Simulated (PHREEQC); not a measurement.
Solution (20 °C): 0.0115 mol/kgw HF and 0.00039 mol/kgw Na2B4O7. Closed to the air; pH follows from the charge balance.

Model: ion-association model, wateq4f.dat, run in PHREEQC.

Precipitation was switched off in this run.

Question: Estimate the pH, ionic strength.

Answer: pH 2.68; ionic strength 0.00301 mol/kgw.

Question: In which forms is B present?

Answer: BF4- 83 %, H3BO3 8.9 %, BF3OH- 6.5 %, BF2(OH)2- 1.7 % of the B.

Species that the database lacks are ignored. Real BF4- forms and hydrolyses slowly; the run takes it at equilibrium.
